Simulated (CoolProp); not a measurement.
Ethanol along the isobar 239 bar: fugacity coefficient from the reference equation and from simpler models built on Tc = 241.6 °C, pc = 62.68 bar, ω = 0.644; each cubic takes its own stable root.

Computed with CoolProp (reference Helmholtz-energy equation of state, Schroeder 2014).

```
T (°C)          phase  reference
------  -------------  ---------
176.65         liquid    0.09798
186.65         liquid     0.1176
196.65         liquid     0.1393
206.65         liquid     0.1631
216.65         liquid     0.1889
226.75         liquid     0.2169
236.75         liquid     0.2462
246.75  supercritical     0.2770
256.75  supercritical     0.3089
266.75  supercritical     0.3417
276.75  supercritical     0.3749
286.75  supercritical     0.4083
296.75  supercritical     0.4415
306.75  supercritical     0.4742
316.75  supercritical     0.5060
326.75  supercritical     0.5366
```

How far does each simpler model (van der Waals, Redlich-Kwong, Soave-Redlich-Kwong, Peng-Robinson) lie from the reference over these 16 states: mean and median of the absolute difference, and the worst?


- van der Waals: mean 38.5 %, median 19.4 %, worst +134.0 % at 176.65 °C and 239 bar
- Redlich-Kwong: mean 18.5 %, median 11.9 %, worst +60.1 % at 176.65 °C and 239 bar
- Soave-Redlich-Kwong: mean 8.8 %, median 8.7 %, worst +11.2 % at 176.65 °C and 239 bar
- Peng-Robinson: mean 1.3 %, median 1.3 %, worst +2.9 % at 176.65 °C and 239 bar
